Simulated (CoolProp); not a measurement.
cis-2-butene along the isobar 5010 kPa: density (kg/m³) from the reference equation and from simpler models built on Tc = 435.8 K, pc = 4236 kPa, ω = 0.202; each cubic takes its own stable root.

Computed with CoolProp (reference Helmholtz-energy equation of state, Lemmon 2005). It is a short technical equation, of lower accuracy than the large ones.

```
T (K)          phase  reference
-----  -------------  ---------
368.4         liquid      532.8
378.9         liquid      516.4
389.3         liquid      498.7
399.7         liquid      479.0
410.2         liquid      456.3
420.6         liquid      429.4
431.1         liquid      393.3
441.5  supercritical      329.4
451.9  supercritical      179.0
462.4  supercritical      138.1
472.8  supercritical      120.4
483.2  supercritical      109.1
493.7  supercritical      100.8
504.1  supercritical      94.35
514.6  supercritical      89.07
525    supercritical      84.68
```

Task: How far does each simpler model (Soave-Redlich-Kwong, Peng-Robinson) lie from the reference over these 16 states: mean and median of the absolute difference, and the worst?

Result: 
- Soave-Redlich-Kwong: mean 8.5 %, median 8.1 %, worst -19.6 % at 441.5 K and 5010 kPa
- Peng-Robinson: mean 2.8 %, median 1.5 %, worst -12.2 % at 441.5 K and 5010 kPa
